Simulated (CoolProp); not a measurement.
Vapour-liquid equilibrium of benzene (1) + ethanol (2) at 337.3 K; x and y are mole fractions of (1).

Values from CoolProp's multi-fluid Helmholtz-energy mixture model, Thol 2012 and Schroeder 2014; pair parameters Bell 2016.

| x | bubble pressure (bar) | y at the bubble point | dew pressure at overall composition x (bar) | liquid density (mol/L) |
|---|---|---|---|---|
| 0.05 | 0.6324 | 0.154 | 0.5826 | 15.83 |
| 0.125 | 0.7248 | 0.312 | 0.6178 | 15.18 |
| 0.2 | 0.7934 | 0.412 | 0.6571 | 14.59 |
| 0.275 | 0.8378 | 0.475 | 0.7011 | 14.04 |
| 0.35 | 0.8629 | 0.513 | 0.7498 | 13.53 |
| 0.425 | 0.8748 | 0.537 | 0.8025 | 13.06 |
| 0.5 | 0.8793 | 0.551 | 0.8547 | 12.63 |
| 0.575 | 0.8801 | 0.562 | 0.8774 | 12.24 |
| 0.65 | 0.8782 | 0.572 | 0.8311 | 11.89 |
| 0.725 | 0.8715 | 0.589 | 0.7752 | 11.57 |
| 0.8 | 0.8530 | 0.619 | 0.7219 | 11.28 |
| 0.875 | 0.8090 | 0.680 | 0.6735 | 11.02 |
| 0.95 | 0.7147 | 0.811 | 0.6301 | 10.78 |

y crosses x between x = 0.5 and 0.575: the model has an azeotrope there.

Pair parameters are fitted to limited data, so mixtures are less certain than the pure fluids. With so large a gap from Raoult's law the liquid may split in two, which this calculation doesn't test in full.
